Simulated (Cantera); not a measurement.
Feed: 1 mol borazine, 0.26 mol H₂O, 180 mol H₂, equilibrated at 1650 K and 0.0550 bar.

Cantera equilibrium calculation (NASA polynomials, part measured and part estimated; ideal gas, pure solids and liquids). Candidate condensed phases: B, BN, B₂O₃, B₃O₃H₃, H₂O; 39 gas species. The feed counts by its element totals alone. Equilibrium is a limit: real reactors are often held back by kinetics, nucleation or transport.

Base state: H₂ 0.998, HBO 0.00135, N₂ 0.000697, H 0.000387, HBO₂ 1.27e-5, H₂O 1.19e-5, BO 1.11e-5 (mole fractions); condensed: BN(s).

Q: What changes in the equilibrium state with this change: H₂ from 180 to 19 mol?

A: 
```json
[
 {"species": "H₂", "before": "0.998", "after": "0.985"},
 {"species": "HBO", "before": "0.00135", "after": "0.00754"},
 {"species": "N₂", "before": "0.000697", "after": "0.00498"},
 {"species": "B₂O₃", "before": "7.23e-7", "after": "0.000346"},
 {"species": "HBO₂", "before": "1.27e-5", "after": "0.00107"},
 {"species": "B₂O₂", "before": "9.38e-6", "after": "0.000298"},
 {"species": "BN(s), mol", "before": "2.74", "after": "2.78"}
]
```

Q: What changes in the equilibrium state with this change: temperature from 1650 K to 898.15 K?

A: 
```
species         before     after
------------  --------  --------
H₂               0.998     0.999
N₂            0.000697  0.000380
H₂O            1.19e-5  0.000275
HBO            0.00135     <1e-9
H             0.000387     <1e-9
HBO₂           1.27e-5   1.70e-7
BO             1.11e-5     <1e-9
BN(s), mol        2.74      2.86
B₂O₃(l), mol         0    0.0698
```
